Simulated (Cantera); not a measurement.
Feed: 1 mol Si, a varied amount of NF₃, at 625 K and 0.133 bar.

Method: chemical equilibrium by Gibbs-energy minimisation in Cantera with the NASA 1993 tables (ideal gas, pure condensed phases). Candidate condensed phases: Si, Si₃N₄; 16 gas species. Rates play no part.

Question: Which condensed phases are stable at each of these points (n(NF₃) (mol)): 0.96, 1.4, 1.9, 2.4, 2.9, 3.4, 3.8, 4.3?

Answer: 
| n(NF₃) (mol) | condensed phases | Si condensed (%) |
|---|---|---|
| 0.96 | Si₃N₄(s) | 28.0 |
| 1.4 | gas only | 0.0 |
| 1.9 | gas only | 0.0 |
| 2.4 | gas only | 0.0 |
| 2.9 | gas only | 0.0 |
| 3.4 | gas only | 0.0 |
| 3.8 | gas only | 0.0 |
| 4.3 | gas only | 0.0 |

At 0.96 mol NF₃ the condensed part is Si₃N₄(s). From 1.4 mol NF₃ to 4.3 mol NF₃ nothing is condensed.
